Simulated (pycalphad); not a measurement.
Computed with pycalphad from the COST 507 light-alloy database (1999), at 1 atm. The database dates from 1999; later assessments differ in places, in temperatures and in the compounds included.

Molar enthalpy of Al-17.28Fe-0.64Si (at.%) in equilibrium (SER reference):

```json
[
 {"T (K)": "1850", "H (kJ/mol)": "47.16", "phases": "liquid"},
 {"T (K)": "1770", "H (kJ/mol)": "44.43", "phases": "liquid"},
 {"T (K)": "1690", "H (kJ/mol)": "41.72", "phases": "liquid"},
 {"T (K)": "1610", "H (kJ/mol)": "39.04", "phases": "liquid"},
 {"T (K)": "1530", "H (kJ/mol)": "36.39", "phases": "liquid"},
 {"T (K)": "1450", "H (kJ/mol)": "33.75", "phases": "liquid"},
 {"T (K)": "1410", "H (kJ/mol)": "32.44", "phases": "liquid"},
 {"T (K)": "1370", "H (kJ/mol)": "25.87", "phases": "liquid + AL13FE4"},
 {"T (K)": "1290", "H (kJ/mol)": "16.66", "phases": "AL13FE4 + liquid"},
 {"T (K)": "1210", "H (kJ/mol)": "11.91", "phases": "AL13FE4 + liquid"},
 {"T (K)": "1130", "H (kJ/mol)": "8.23", "phases": "AL13FE4 + liquid"},
 {"T (K)": "1050", "H (kJ/mol)": "4.98", "phases": "AL13FE4 + liquid"},
 {"T (K)": "970", "H (kJ/mol)": "1.97", "phases": "AL13FE4 + liquid"},
 {"T (K)": "890", "H (kJ/mol)": "-4.06", "phases": "AL13FE4 + fcc + ALFESI_ALPHA"},
 {"T (K)": "850", "H (kJ/mol)": "-5.41", "phases": "AL13FE4 + fcc + ALFESI_ALPHA"},
 {"T (K)": "810", "H (kJ/mol)": "-6.72", "phases": "AL13FE4 + fcc + ALFESI_ALPHA"},
 {"T (K)": "730", "H (kJ/mol)": "-9.21", "phases": "AL13FE4 + fcc + ALFESI_ALPHA"},
 {"T (K)": "650", "H (kJ/mol)": "-11.59", "phases": "AL13FE4 + fcc + ALFESI_ALPHA"},
 {"T (K)": "570", "H (kJ/mol)": "-13.87", "phases": "AL13FE4 + fcc + ALFESI_ALPHA"}
]
```

Cooling from 1410 K to 890 K, across the freezing range, releases 36.5 kJ/mol, or 1140 J/g. The slope is 33 J/(mol K) in the liquid and 34 J/(mol K) just below the solidus, where it includes any heat of precipitation. Liquidus 1391 K, solidus 905 K. Changes were sought between steps of 40 K, so a narrower field can be missed.

Database names, with the compositions (at.%) that they take in these runs: AL13FE4: Al 75 Fe 24; ALFESI_ALPHA: Al 74 Fe 19 Si 7.
